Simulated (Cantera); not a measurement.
An isothermal, constant-pressure homogeneous reactor starts with 75.2 % CH4, 24.8 % CO2, at 1850 K and 490000 Pa.

Cantera simulation using GRI-Mech 3.0 (53 species, 325 reactions); the numbers are that mechanism's predictions, not measurements. GRI-Mech 3.0 stops at C3 and has no aromatics, soot or wall deposition, so with more carbon than oxygen in the feed, carbon stays in small species such as C2H2 where larger ones or solid carbon would form.

x: mole fraction; the columns are a selection and need not sum to one.

| t (s) | x CH4 | x CO2 | x HO2 | x C2H2 | x CH3 |
|---|---|---|---|---|---|
| 0.000500 | 0.266 | 0.147 | <1e-12 | 0.127 | … |
| 0.00106 | 0.163 | 0.0967 | <1e-12 | 0.158 | … |
| 0.00226 | 0.0909 | 0.0432 | <1e-12 | 0.177 | … |
| 0.00480 | 0.0523 | 0.0137 | <1e-12 | 0.182 | … |
| 0.0102 | 0.0392 | 0.00853 | <1e-12 | 0.172 | … |
| 0.0217 | 0.0359 | 0.00649 | <1e-12 | 0.154 | … |
| 0.0461 | 0.0334 | 0.00385 | <1e-12 | 0.134 | … |
| 0.0980 | 0.0314 | 0.00144 | <1e-12 | 0.119 | 0.000202 |
| 0.208 | 0.0303 | 0.000214 | <1e-12 | 0.111 | 0.000193 |
| 0.443 | 0.0302 | 4.91e-6 | <1e-12 | 0.110 | 0.000192 |
| 0.941 | 0.0302 | 6.68e-7 | <1e-12 | 0.110 | 0.000192 |
| 2.00 | 0.0302 | 6.67e-7 | <1e-12 | 0.110 | 0.000192 |

### Question
What belongs in the gaps?

### Answer

- 0.000500, x CH3: 0.00165
- 0.00106, x CH3: 0.00104
- 0.00226, x CH3: 0.000613
- 0.00480, x CH3: 0.000368
- 0.0102, x CH3: 0.000275
- 0.0217, x CH3: 0.000244
- 0.0461, x CH3: 0.000220
